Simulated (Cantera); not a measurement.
## Premixed flame

A freely propagating, adiabatic, planar premixed flame of 9.57 % CO, 12.4 % H2, 5.74 % CH4, 16.1 % O2, 56.2 % N2, unburnt at 525 K and 500000 Pa; multicomponent transport, grid criteria slope 0.08 and curve 0.16, no radiation.

Model: GRI-Mech 3.0 (53 species, 325 reactions), integrated in Cantera. Burning velocities carry a grid error of a few per cent, more on coarse grids.

| z (mm) | T (K) | u (m/s) | x CO | x H2 | x CH4 | x O | x H | x CH3 |
|---|---|---|---|---|---|---|---|---|
| -0.181 | 525 | 1.53 | 0.0958 | 0.124 | 0.0575 | <1e-8 | <1e-8 | <1e-8 |
| -0.120 | 526 | 1.53 | 0.0960 | 0.121 | 0.0576 | <1e-8 | <1e-8 | <1e-8 |
| -0.0903 | 532 | 1.54 | 0.0964 | 0.117 | 0.0577 | <1e-8 | <1e-8 | 5.20e-8 |
| -0.0602 | 579 | 1.66 | 0.0975 | 0.108 | 0.0573 | 1.50e-7 | 7.09e-8 | 1.15e-6 |
| -0.0301 | 970 | 2.76 | 0.102 | 0.0861 | 0.0465 | 2.64e-5 | 0.000178 | 0.000182 |
| -0.0151 | 1408 | 4.01 | 0.108 | 0.0732 | 0.0296 | 0.000231 | 0.00135 | 0.00126 |
| 0 | 1823 | 5.20 | 0.115 | 0.0603 | 0.0102 | 0.000844 | 0.00500 | 0.00227 |
| 0.0151 | 2045 | 5.83 | 0.113 | 0.0494 | 0.00170 | 0.00156 | 0.00966 | 0.000890 |
| 0.0301 | 2131 | 6.05 | 0.105 | 0.0438 | 0.000187 | 0.00186 | 0.0121 | 0.000144 |
| 0.0602 | 2203 | 6.21 | 0.0944 | 0.0426 | 2.33e-6 | 0.00158 | 0.0121 | 2.36e-6 |
| 0.120 | 2271 | 6.37 | 0.0893 | 0.0436 | <1e-8 | 0.000961 | 0.00937 | <1e-8 |
| 0.241 | 2329 | 6.51 | 0.0886 | 0.0435 | <1e-8 | 0.000458 | 0.00619 | <1e-8 |
| 0.482 | 2369 | 6.61 | 0.0887 | 0.0432 | <1e-8 | 0.000181 | 0.00375 | <1e-8 |
x: mole fraction of selected species; z is measured from the peak of heat release.

```
Property                      Value
------------------------  ---------
laminar burning velocity   153 cm/s
thermal thickness         0.0602 mm
peak x(O)                   0.00186
peak x(H)                    0.0126
peak x(CH3)                 0.00231
grid points                     150
```
